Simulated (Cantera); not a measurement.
Source: NASA polynomial tables (part measured, part estimated), evaluated in Cantera. Values are per mole of reaction as written; species without (g) are pure solids or liquids, kept so even where they would boil at 1 bar.

2 H₂(g) + V₂O₄ → 4 OH(g) + 2 V

```tsv
T (K)	ΔH° (kJ)	ΔS° (J/K)	ΔG° (kJ)	log10 K	condensed phases
300	1584.6	427.9	1456.2	-253.54	V₂O₄(s), V(s)
1848	1410.5	282.7	888.1	-25.10	V₂O₄(l), V(s)
1898	1407.2	280.9	874.0	-24.05	V₂O₄(l), V(s)
1948	1404.0	279.3	860.0	-23.06	V₂O₄(l), V(s)
1998	?	?	?	?	V₂O₄(l), V(s)
2048	1397.9	276.2	832.2	-21.23	V₂O₄(l), V(s)
2098	1395.0	274.8	818.4	-20.38	V₂O₄(l), V(s)
2148	?	?	?	?	V₂O₄(l), V(s)
```

Q: Some entries are withheld; supply them.

A: 
- 1998, ΔH° (kJ): 1400.9
- 1998, ΔS° (J/K): 277.7
- 1998, ΔG° (kJ): 846.1
- 1998, log10 K: -22.12
- 2148, ΔH° (kJ): 1392.2
- 2148, ΔS° (J/K): 273.5
- 2148, ΔG° (kJ): 804.7
- 2148, log10 K: -19.57
